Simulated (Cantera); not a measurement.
Charge: 1 mol AlN, 0.057 mol N₂, held at 1330 Pa.

These are equilibrium values from Cantera (NASA tables, ideal gas, pure condensed phases), not measurements of a reactor. Candidate condensed phases: Al, AlN; 5 gas species. The numbers say what is thermodynamically allowed, not how fast it happens.

**Question.** At 2123 K, list the 3 most abundant gas species with their mole fractions, and the condensed phases.

**Answer.** N₂ 0.872, Al 0.128, Al₂ 3.66e-5. Condensed: AlN(s).
